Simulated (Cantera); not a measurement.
Feed: 1 mol SiF4, a varied amount of H2O, held at 800 K and 29.0 Pa.

Method: chemical equilibrium by Gibbs-energy minimisation in Cantera with the NASA 1993 tables (ideal gas, pure condensed phases). Candidate condensed phases: H2O, Si, SiO2; 38 gas species. Kinetics and transport are ignored.

x: gas mole fraction; n: condensed amount in mol.

| n(H2O) (mol) | x H2O | x HF | x SiF4 | x H2 | x O2 | n SiO2(α-quartz) |
|---|---|---|---|---|---|---|
| 1.2 | 0.149 | 0.624 | 0.228 | 7.46e-9 | … | 0.406 |
| 1.5 | 0.181 | 0.644 | 0.174 | 8.46e-9 | … | 0.480 |
| 2 | 0.230 | 0.655 | 0.115 | 9.98e-9 | … | 0.587 |
| 2.6 | 0.283 | 0.645 | 0.0717 | 1.14e-8 | … | 0.692 |
| 3.4 | 0.347 | 0.614 | 0.0390 | 1.31e-8 | … | 0.797 |
| 4.4 | 0.420 | 0.562 | 0.0188 | 1.49e-8 | … | 0.882 |
| 5.8 | 0.505 | 0.487 | 0.00733 | 1.68e-8 | … | 0.943 |
| 7.5 | 0.586 | 0.411 | 0.00276 | 1.86e-8 | … | 0.974 |
| 9.8 | 0.664 | 0.335 | 0.000956 | 2.02e-8 | 1.00e-8 | 0.989 |
| 13 | 0.734 | 0.266 | 0.000306 | 2.16e-8 | 1.07e-8 | 0.995 |
| 17 | 0.790 | 0.210 | 0.000104 | 2.27e-8 | 1.13e-8 | 0.998 |
| 22 | 0.833 | 0.167 | 3.68e-5 | 2.35e-8 | 1.17e-8 | 0.999 |
| 28 | 0.867 | 0.133 | 1.40e-5 | 2.41e-8 | 1.20e-8 | 1.000 |

Problem. Fill in the missing entries.

Solution. 
- 1.2, x O2: 3.67e-9
- 1.5, x O2: 4.24e-9
- 2, x O2: 4.92e-9
- 2.6, x O2: 5.68e-9
- 3.4, x O2: 6.51e-9
- 4.4, x O2: 7.38e-9
- 5.8, x O2: 8.36e-9
- 7.5, x O2: 9.22e-9
